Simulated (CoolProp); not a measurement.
Saturation properties of CH2F2 (R32).

The numbers come from the reference Helmholtz-energy equation of state, Tillner-Roth 1997 in CoolProp.

| T (K) | p (MPa) | enthalpy of vaporisation (kJ/kg) | surface tension (mN/m) |
|---|---|---|---|
| 192 | 0.01720 | 411.8 | 26.7 |
| 196.9 | 0.02410 | 407.1 | 25.7 |
| 201.8 | 0.03314 | 402.3 | 24.6 |
| 206.7 | 0.04478 | 397.4 | 23.6 |
| 211.5 | 0.05921 | 392.4 | 22.7 |
| 216.4 | 0.07759 | 387.3 | 21.7 |
| 221.3 | 0.1003 | 382.1 | 20.7 |
| 226.2 | 0.1280 | 376.7 | 19.7 |
| 231 | 0.1608 | 371.3 | 18.8 |
| 235.9 | 0.2006 | 365.6 | 17.8 |
| 240.8 | 0.2479 | 359.7 | 16.9 |
| 245.7 | 0.3034 | 353.6 | 16.0 |
| 250.5 | 0.3667 | 347.5 | 15.1 |
| 255.4 | 0.4414 | 341.0 | 14.2 |
| 260.3 | 0.5272 | 334.3 | 13.3 |

It boils at 221.5 K under 1 atm.

Surface tension comes from a separate correlation (Mulero 2012).
